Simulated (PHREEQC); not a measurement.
Consider water at 85 °C with 0.0013 mol HF, 0.00094 mol KF and 0.014 mol HCl per kg of water. Closed to the air; pH follows from the charge balance.

Computed with PHREEQC (ion-association model, wateq4f.dat).

* **pH**: 1.93
* **ionic strength**: 0.0140 mol/kgw
* **total alkalinity**: -15.3 meq/kg

| species | molality | activity | log γ |
|---|---|---|---|
| Cl- | 0.0140 | 0.0122 | -0.060 |
| H+ | 0.0131 | 0.0117 | -0.050 |
| HF | 0.00219 | 0.00220 | 0.001 |
| K+ | 0.000940 | 0.000819 | -0.060 |
| F- | 4.38e-5 | 3.82e-5 | -0.060 |
| H2F2 | 1.16e-6 | 1.16e-6 | 0.001 |
| HF2- | 4.07e-7 | 3.54e-7 | -0.060 |

No solid was allowed to form. Species that the database lacks are ignored. At this temperature some constants are extrapolated from 25 °C, and those without enthalpy data are left unchanged.
